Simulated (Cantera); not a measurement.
Cantera run:

```python
import numpy as np
import cantera as ct

gas_names = """
    CL CL2 H HCL H2 Si SiCL SiCL2 SiCL3 SiCL4 SiH SiHCL3 SiH2 SiH2CL2 SiH3 SiH3CL SiH4 Si2 Si3
""".split()
cond_names = """
    Si(cr) Si(L)
""".split()


# ... load() reads the species with a 1 bar reference pressure and builds the phases ...
atoms = {
    'SiCl4': {'Si': 1, 'CL': 4},
    'H2': {'H': 2},
}
top_T = {}  # K; cautious upper limits of use, not melting points


# ... equilibrate(T, P, feed) seeds the gas with the atoms and calls Mixture.equilibrate('TP', solver="vcs", rtol=1e-11, max_steps=5000) ...
results = []
feed = {'SiCl4': 1, 'H2': 36}  # mol
P = 3800  # Pa
for T in [1298, 1398, 1498, 1598, 1698, 1798, 1898, 1998, 2098, 2198, 2298, 2398, 2498]:
    mix = equilibrate(T, P, feed)
    results.append((T, P, feed, dict(zip(mix.species_names, mix.species_moles))))
    x = sorted(zip(gas.X, gas.species_names), reverse=True)
    print(f"T = {T:g} K  P = {P:g} Pa  gas = {mix.phase_moles(0):.4g} mol")
    print("   x: " + "  ".join(f"{s} {v:.3e}" for v, s in x if v > 0.001))
    print("   condensed (mol): " + ("  ".join(f"{mix.phase(i).name} {mix.phase_moles(i):.4g}"
          for i in range(1, mix.n_phases) if mix.phase_moles(i) > 1e-12) or "none"))
```

Result:

```
T = 1298 K  P = 3800 Pa  gas = 37.86 mol
   x: H2 9.176e-01  HCL 6.532e-02  SiCL2 1.237e-02  SiCL3 1.857e-03  SiCL4 1.666e-03  SiHCL3 1.056e-03
   condensed (mol): Si(cr) 0.3546
T = 1398 K  P = 3800 Pa  gas = 37.95 mol
   x: H2 9.138e-01  HCL 6.904e-02  SiCL2 1.537e-02  SiCL3 1.092e-03
   condensed (mol): Si(cr) 0.3493
T = 1498 K  P = 3800 Pa  gas = 37.98 mol
   x: H2 9.131e-01  HCL 6.924e-02  SiCL2 1.684e-02
   condensed (mol): Si(cr) 0.3307
T = 1598 K  P = 3800 Pa  gas = 38 mol
   x: H2 9.130e-01  HCL 6.857e-02  SiCL2 1.773e-02
   condensed (mol): Si(cr) 0.3103
T = 1698 K  P = 3800 Pa  gas = 38.01 mol
   x: H2 9.127e-01  HCL 6.803e-02  SiCL2 1.822e-02
   condensed (mol): Si(L) 0.2959
T = 1798 K  P = 3800 Pa  gas = 38.04 mol
   x: H2 9.102e-01  HCL 7.060e-02  SiCL2 1.698e-02  H 1.723e-03
   condensed (mol): Si(L) 0.3403
T = 1898 K  P = 3800 Pa  gas = 38.09 mol
   x: H2 9.067e-01  HCL 7.268e-02  SiCL2 1.580e-02  H 3.818e-03
   condensed (mol): Si(L) 0.3691
T = 1998 K  P = 3800 Pa  gas = 38.21 mol
   x: H2 9.009e-01  HCL 7.419e-02  SiCL2 1.467e-02  H 7.811e-03  Si 1.119e-03
   condensed (mol): Si(L) 0.365
T = 2098 K  P = 3800 Pa  gas = 38.46 mol
   x: H2 8.907e-01  HCL 7.492e-02  H 1.490e-02  SiCL2 1.352e-02  Si 3.437e-03  SiCL 1.008e-03
   condensed (mol): Si(L) 0.2838
T = 2198 K  P = 3800 Pa  gas = 38.98 mol
   x: H2 8.723e-01  HCL 7.446e-02  H 2.668e-02  SiCL2 1.229e-02  Si 9.517e-03  SiCL 1.844e-03  CL 1.658e-03
   condensed (mol): Si(L) 0.02181
T = 2298 K  P = 3800 Pa  gas = 39.57 mol
   x: H2 8.462e-01  HCL 8.039e-02  H 4.520e-02  Si 1.396e-02  SiCL2 7.769e-03  CL 3.093e-03  SiCL 2.021e-03
   condensed (mol): none
T = 2398 K  P = 3800 Pa  gas = 40.34 mol
   x: H2 8.136e-01  HCL 8.349e-02  H 7.290e-02  Si 1.731e-02  CL 5.336e-03  SiCL2 4.224e-03  SiCL 1.868e-03
   condensed (mol): none
T = 2498 K  P = 3800 Pa  gas = 41.36 mol
   x: H2 7.725e-01  H 1.124e-01  HCL 8.258e-02  Si 1.941e-02  CL 8.491e-03  SiCL2 2.055e-03  SiCL 1.538e-03
   condensed (mol): none
```

Cantera equilibrium calculation (NASA polynomials, part measured and part estimated; ideal gas, pure solids and liquids). The tables' values for SiCl, SiCl3 are old estimates; treat these amounts as uncertain. Gases not in the tables: Si2H6 and higher silanes.
